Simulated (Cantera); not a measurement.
A perfectly stirred reactor is fed with H₂ : O₂ = 0.027 : 1 (molar parts), equivalence ratio 0.013, at 20.0 Torr; it is held at 1025 K, and followed from long to short residence time.

Cantera simulation using GRI-Mech 3.0 (53 species, 325 reactions); the numbers are that mechanism's predictions, not measurements. Radical loss at walls, strong at low pressure, is not modelled.

**Question.** What does this change do: pressure from 20.0 Torr to 13.5 Torr?

**Answer.** 
```
quantity                  before     after
----------------------  --------  --------
x(H₂) at τ = 8.50 s      6.16e-5   6.70e-5
x(O₂) at τ = 8.50 s        0.973     0.973
x(H₂O₂) at τ = 8.50 s    6.01e-8   4.78e-8
x(HO₂) at τ = 8.50 s     9.70e-7   9.09e-7
x(O) at τ = 8.50 s      0.000149  0.000249
x(H₂) at τ = 42.0 ms     0.00121   0.00134
x(O₂) at τ = 42.0 ms       0.970     0.968
x(H₂O₂) at τ = 42.0 ms   2.12e-7   1.48e-7
x(HO₂) at τ = 42.0 ms    6.44e-6   5.06e-6
x(O) at τ = 42.0 ms      0.00319   0.00487
```

**Question.** What does this change do: pressure from 20.0 Torr to 15.0 Torr?

**Answer.** 
| quantity | before | after |
|---|---|---|
| x(H₂) at τ = 8.50 s | 6.16e-5 | 6.55e-5 |
| x(O₂) at τ = 8.50 s | 0.973 | 0.973 |
| x(H₂O₂) at τ = 8.50 s | 6.01e-8 | 5.09e-8 |
| x(HO₂) at τ = 8.50 s | 9.70e-7 | 9.27e-7 |
| x(O) at τ = 8.50 s | 0.000149 | 0.000217 |
| x(H₂) at τ = 42.0 ms | 0.00121 | 0.00130 |
| x(O₂) at τ = 42.0 ms | 0.970 | 0.968 |
| x(H₂O₂) at τ = 42.0 ms | 2.12e-7 | 1.64e-7 |
| x(HO₂) at τ = 42.0 ms | 6.44e-6 | 5.42e-6 |
| x(O) at τ = 42.0 ms | 0.00319 | 0.00436 |
